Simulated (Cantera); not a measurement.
Gas activation for diamond growth

An isothermal, constant-pressure homogeneous reactor starts with 2.63 % CH4, 97.3 % H2, 0.0924 % N2, at 1850 K and 20.0 Torr.

Computed with Cantera and GRI-Mech 3.0 (53 species, 325 reactions). GRI-Mech 3.0 stops at C3 and has no aromatics, soot or wall deposition, so with more carbon than oxygen in the feed, carbon stays in small species such as C2H2 where larger ones or solid carbon would form. Radical loss at walls, strong at low pressure, is not modelled.

```tsv
t (s)	x CH4	x H2	x H	x CH2	x C2H6	x HCN
9.00e-5	0.0263	0.973	1.30e-5	8.87e-11	6.00e-11	<1e-12
0.000349	0.0262	0.973	5.14e-5	1.60e-9	2.27e-9	<1e-12
0.00136	0.0262	0.973	0.000200	2.51e-8	4.97e-8	<1e-12
0.00527	0.0258	0.972	0.000766	3.46e-7	6.07e-7	2.40e-12
0.0204	0.0229	0.972	0.00216	2.20e-6	2.30e-6	2.86e-10
0.0794	0.0131	0.977	0.00268	2.01e-6	9.83e-7	3.07e-9
0.308	0.00421	0.981	0.00302	8.84e-7	1.17e-7	1.04e-8
1.20	0.00101	0.983	0.00323	2.54e-7	7.41e-9	2.27e-8
4.64	0.000262	0.983	0.00329	6.85e-8	5.43e-10	3.77e-8
18.0	0.000123	0.983	0.00329	3.24e-8	1.54e-10	5.84e-8
70.0	0.000118	0.983	0.00329	3.11e-8	1.45e-10	1.21e-7
```
x: mole fraction; the columns are a selection and need not sum to one.

Equilibrium at this temperature and pressure: CH4 0.000115, H2 0.983, H 0.00329, CH2 3.03e-8, C2H6 1.38e-10, HCN 0.00120 (gas phase only).
